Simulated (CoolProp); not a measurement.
Model: reference Helmholtz-energy equation of state, Zhou 2011, in CoolProp.

Q: For dimethyl carbonate, give the phase and the density (kg/m³), cp (kJ/(kg K)), isothermal compressibility (1/MPa), expansivity (1/kK) at 499.3 K and 9.2 bar; 499.3 K and 12.3 bar; 499.3 K and 13.8 bar.

A: 
- 499.3 K and 9.2 bar: gas; density 22.2, cp 1.75, isothermal compressibility 1.22, expansivity 2.80
- 499.3 K and 12.3 bar: gas; density 30.9, cp 1.79, isothermal compressibility 0.962, expansivity 3.23
- 499.3 K and 13.8 bar: gas; density 35.5, cp 1.81, isothermal compressibility 0.884, expansivity 3.49
